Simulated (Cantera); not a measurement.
What does this Cantera script print?

```python
import numpy as np
import cantera as ct

gas = ct.Solution("gri30.yaml", transport_model="multicomponent")
show = ['CH3', 'OH', 'H']

rows = []
print(f"{'T/K':>7s}{'rho':>11s}{'cp':>10s}{'mu':>11s}{'lambda':>11s}{'Pr':>7s}" + "".join(f"{'D_' + s:>11s}" for s in show))
for T in [400, 600, 800, 1000, 1200, 1400, 1600, 1800]:
    gas.TPX = T, 230, {'CO': 0.5, 'C2H2': 0.6, 'C2H6': 0.93}
    Pr = gas.cp_mass * gas.viscosity / gas.thermal_conductivity
    D = [gas.mix_diff_coeffs_mole[gas.species_index(s)] for s in show]
    rows.append([gas.density, gas.cp_mass, gas.viscosity, gas.thermal_conductivity, Pr, *D])
    print(f"{T:7g}{gas.density:11.4e}{gas.cp_mass:10.1f}{gas.viscosity:11.4e}"
          f"{gas.thermal_conductivity:11.4e}{Pr:7.3f}" + "".join(f"{d:11.4e}" for d in D))
print("SI units: kg/m3, J/kg/K, Pa s, W/m/K, m2/s")
```

Result:

```
    T/K        rho        cp         mu     lambda     Pr      D_CH3       D_OH        D_H
    400 1.9620e-03    1830.7 1.4493e-05 3.4769e-02  0.763 1.3199e-02 1.8356e-02 6.9103e-02
    600 1.3080e-03    2312.7 2.0111e-05 6.0378e-02  0.770 2.7127e-02 3.7092e-02 1.4207e-01
    800 9.8102e-04    2681.2 2.4921e-05 8.6479e-02  0.773 4.4604e-02 6.0490e-02 2.3365e-01
   1000 7.8481e-04    2976.5 2.9207e-05 1.1240e-01  0.773 6.5232e-02 8.8059e-02 3.4175e-01
   1200 6.5401e-04    3203.1 3.3122e-05 1.3719e-01  0.773 8.8745e-02 1.1947e-01 4.6496e-01
   1400 5.6058e-04    3380.9 3.6762e-05 1.6080e-01  0.773 1.1495e-01 1.5448e-01 6.0229e-01
   1600 4.9051e-04    3519.5 4.0187e-05 1.8312e-01  0.772 1.4370e-01 1.9291e-01 7.5297e-01
   1800 4.3601e-04    3627.1 4.3440e-05 2.0415e-01  0.772 1.7489e-01 2.3459e-01 9.1639e-01
SI units: kg/m3, J/kg/K, Pa s, W/m/K, m2/s
```

Detailed kinetics in Cantera: GRI-Mech 3.0 (53 species, 325 reactions). The composition is frozen, though it would react at the higher temperatures.
